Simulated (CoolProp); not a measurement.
Vapour-liquid equilibrium of ethanol (1) + cyclohexane (2) at 144.35 °C; x and y are mole fractions of (1).

Model: multi-fluid Helmholtz-energy mixture model, Schroeder 2014 and Zhou 2014; pair parameters Bell 2016, in CoolProp.

```csv
x,"bubble pressure, mixture model (kPa)","bubble pressure, Raoult's law (kPa)","y, mixture model","y, Raoult's law"
0.05,607.6,510.9,0.203,0.083
0.2,812.3,564.3,0.448,0.301
0.35,899.7,617.7,0.541,0.481
0.5,939.0,671.2,0.600,0.633
0.65,955.0,724.6,0.663,0.762
0.8,943.3,778.0,0.757,0.873
0.95,883.4,831.4,0.920,0.970
```

The largest gap from Raoult's law is +45.7 % in bubble pressure, at x = 0.35. y crosses x between x = 0.65 and 0.8: the model has an azeotrope there.

The pair parameters rest on a limited set of measurements; away from them the model extrapolates.
